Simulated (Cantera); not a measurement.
A Cantera script and its output.

```python
import numpy as np
import cantera as ct

gas = ct.Solution("h2o2.yaml")
gas.TPX = 1398, 2666, {'H2': 0.0056, 'O2': 1}
reactor = ct.IdealGasConstPressureReactor(gas, energy="off", clone=False)
net = ct.ReactorNet([reactor])
net.rtol, net.atol = 1e-08, 1e-18
show = ['H2', 'O2', 'H2O', 'H', 'OH', 'HO2', 'O']
times = np.geomspace(1e-06, 300, 11)

steps = ct.SolutionArray(gas, extra=["t"])
rows = []
print(f"{'t/s':>10s}{'T/K':>9s}{'P/Pa':>11s}" + "".join(f"{s:>11s}" for s in show))
for t in times:
    while net.time < t:
        t_next = net.step()
        steps.append(gas.state, t=t_next)
    rows.append([np.interp(t, steps.t, y) for y in (steps.T, steps.P, *steps(*show).X.T)])
    print(f"{t:10.3e}{rows[-1][0]:9.1f}{rows[-1][1]:11.4g}" + "".join(f"{x:11.3e}" for x in rows[-1][2:]))
rate = np.gradient(steps.T, steps.t)
print("integrator steps:", len(steps.t))
if steps.T.max() > steps.T[0] + 200:
    print(f"time of steepest temperature rise: {steps.t[rate.argmax()]:.4e} s")
gas.TPX = 1398, 2666, {'H2': 0.0056, 'O2': 1}
gas.equilibrate("TP")
print(f"equilibrium (TP): T = {gas.T:.1f} K  " + "  ".join(f"{s} {gas[s].X[0]:.3e}" for s in show))
```

It prints:

```
       t/s      T/K       P/Pa         H2         O2        H2O          H         OH        HO2          O
 1.000e-06   1398.0       2666  5.569e-03  9.944e-01  1.897e-14  2.394e-10  1.242e-11  2.519e-10  1.243e-11
 7.042e-06   1398.0       2666  5.569e-03  9.944e-01  5.667e-12  1.272e-09  5.052e-10  1.774e-09  5.068e-10
 4.959e-05   1398.0       2666  5.569e-03  9.944e-01  9.599e-10  2.927e-09  1.026e-08  1.250e-08  1.052e-08
 3.492e-04   1398.0       2666  5.569e-03  9.944e-01  9.352e-08  1.140e-08  1.505e-07  8.788e-08  1.701e-07
 2.460e-03   1398.0       2666  4.924e-03  9.938e-01  4.601e-04  2.263e-05  3.463e-04  6.794e-07  4.364e-04
 1.732e-02   1398.0       2666  1.173e-05  9.894e-01  5.157e-03  8.217e-05  7.205e-04  4.448e-07  4.662e-03
 1.220e-01   1398.0       2666  7.515e-06  9.912e-01  5.258e-03  4.140e-05  5.774e-04  3.469e-07  2.937e-03
 8.590e-01   1398.0       2666  1.301e-06  9.938e-01  5.459e-03  2.886e-06  2.409e-04  1.175e-07  4.919e-04
 6.049e+00   1398.0       2666  6.797e-08  9.944e-01  5.557e-03  3.409e-08  5.523e-05  2.329e-08  2.536e-05
 4.260e+01   1398.0       2666  1.515e-08  9.944e-01  5.571e-03  3.606e-09  2.613e-05  2.719e-08  5.661e-06
 3.000e+02   1398.0       2666  1.509e-08  9.944e-01  5.571e-03  3.584e-09  2.608e-05  2.722e-08  5.638e-06
integrator steps: 1678
equilibrium (TP): T = 1398.0 K  H2 1.509e-08  O2 9.944e-01  H2O 5.571e-03  H 3.584e-09  OH 2.608e-05  HO2 2.722e-08  O 5.638e-06
```

Cantera simulation using the H2/O2 subset of GRI-Mech 3.0, which has no nitrogen chemistry; the numbers are that mechanism's predictions, not measurements. Radical loss at walls, strong at low pressure, is not modelled.
